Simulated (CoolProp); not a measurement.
A simple Rankine cycle with cis-2-butene: condensing at 289.15 K, boiler at 1.97 MPa, turbine inlet 395.3 K, turbine efficiency 0.75, pump efficiency 0.6, no recuperator. Each further row changes one setting.

The numbers come from the reference Helmholtz-energy equation of state, Lemmon 2005 in CoolProp. It is a short technical equation, of lower accuracy than the large ones.

```
case                             thermal efficiency (%)  net work (kJ/kg)  heat in (kJ/kg)  turbine exit temperature (K)  volume ratio over the turbine
-------------------------------  ----------------------  ----------------  ---------------  ----------------------------  -----------------------------
as stated                                          15.0              77.8              518                         314.2                           13.4
turbine inlet 415.3 K                              15.3              86.4              566                         338.7                           12.8
condensing temperature 281.15 K                    16.2              86.6              536                         307.4                           17.6
boiler pressure 1.38 MPa                           13.6              73.8              542                         331.8                           8.65
turbine efficiency 0.65                            12.9              66.8              518                         321.2                           13.7
```
